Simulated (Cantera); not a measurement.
Input: 1 mol Cu₂O, 1.2 mol H₂, 6.7 mol H₂O, equilibrated at 10.0 mbar.

These are equilibrium values from Cantera (NASA tables, ideal gas, pure condensed phases), not measurements of a reactor. Candidate condensed phases: Cu, CuO, Cu(OH)₂, Cu₂O, H₂O; 12 gas species. Kinetics and transport are ignored. All values below are at 1602 °C.

Base state: H₂O 0.845, Cu 0.124, H₂ 0.0255, OH 0.00270, O₂ 0.00122, H 0.00105, Cu₂ 0.000325, O 8.40e-5 (mole fractions); condensed: Cu(l).

Problem. What changes in the equilibrium state with this change: H₂ from 1.2 to 4 mol?

Solution. 
```json
[
 {"species": "H₂O", "before": "0.845", "after": "0.628"},
 {"species": "H₂", "before": "0.0255", "after": "0.244"},
 {"species": "Cu", "before": "0.124", "after": "0.124"},
 {"species": "H", "before": "0.00105", "after": "0.00324"},
 {"species": "O₂", "before": "0.00122", "after": "7.37e-6"},
 {"species": "CuO", "before": "5.28e-5", "after": "4.10e-6"},
 {"species": "Cu(l), mol", "before": "0.867", "after": "0.469"}
]
```

Problem. What changes in the equilibrium state with this change: H₂O from 6.7 to 3 mol?

Solution. 
```csv
species,before,after
H₂O,0.845,0.829
Cu,0.124,0.124
H₂,0.0255,0.0428
O₂,0.00122,0.000415
CuO,5.28e-5,3.08e-5
O,8.40e-5,4.90e-5
OH,0.00270,0.00205
H,0.00105,0.00136
"Cu(l), mol",0.867,1.40
```

Problem. What changes in the equilibrium state with this change: pressure from 10.0 mbar to 1.10 bar?

Solution. 
```tsv
species	before	after
H₂O	0.845	0.973
H₂	0.0255	0.0254
Cu	0.124	0.00113
OH	0.00270	0.000297
Cu₂	0.000325	2.95e-6
CuO	5.28e-5	5.54e-7
O	8.40e-5	8.82e-7
O₂	0.00122	1.48e-5
Cu(l), mol	0.867	1.99
```
